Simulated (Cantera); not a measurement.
An isothermal, constant-pressure homogeneous reactor starts with H2 : O2 = 0.007 : 1 (molar parts), equivalence ratio 0.0035, at 1423 K and 120 Pa. Integrator tolerance rtol = 1e-08.

Model: the H2/O2 subset of GRI-Mech 3.0, which has no nitrogen chemistry, integrated in Cantera. Radical loss at walls, strong at low pressure, is not modelled.

Problem. What does this change do: pressure from 120 Pa to 1330 Pa?

Solution. 
| quantity | before | after |
|---|---|---|
| x(H2) at 2.00 s | 1.87e-5 (gas-phase equilibrium 1.29e-7) | 3.33e-6 (gas-phase equilibrium 3.89e-8) |
| x(O2) at 2.00 s | 0.986 (gas-phase equilibrium 0.993) | 0.992 (gas-phase equilibrium 0.993) |
| x(H2O) at 2.00 s | 0.00638 (gas-phase equilibrium 0.00693) | 0.00676 (gas-phase equilibrium 0.00695) |
| x(H2O2) at 2.00 s | 5.58e-10 (gas-phase equilibrium 3.11e-11) | 2.61e-9 (gas-phase equilibrium 1.04e-10) |
| x(O) at 2.00 s | 0.00610 (gas-phase equilibrium 3.90e-5) | 0.00103 (gas-phase equilibrium 1.17e-5) |
| x(HO2) at 2.00 s | 2.46e-8 (gas-phase equilibrium 1.71e-8) | 9.44e-8 (gas-phase equilibrium 3.12e-8) |

Problem. What does this change do: O2 1 to 0.25 parts?

Solution. 
```csv
quantity,before,after
x(H2) at 2.00 s,1.87e-5 (gas-phase equilibrium 1.29e-7),0.000249 (gas-phase equilibrium 5.19e-7)
x(O2) at 2.00 s,0.986 (gas-phase equilibrium 0.993),0.950 (gas-phase equilibrium 0.972)
x(H2O) at 2.00 s,0.00638 (gas-phase equilibrium 0.00693),0.0245 (gas-phase equilibrium 0.0275)
x(H2O2) at 2.00 s,5.58e-10 (gas-phase equilibrium 3.11e-11),2.37e-9 (gas-phase equilibrium 1.22e-10)
x(O) at 2.00 s,0.00610 (gas-phase equilibrium 3.90e-5),0.0203 (gas-phase equilibrium 3.86e-5)
x(HO2) at 2.00 s,2.46e-8 (gas-phase equilibrium 1.71e-8),8.83e-8 (gas-phase equilibrium 3.35e-8)
```
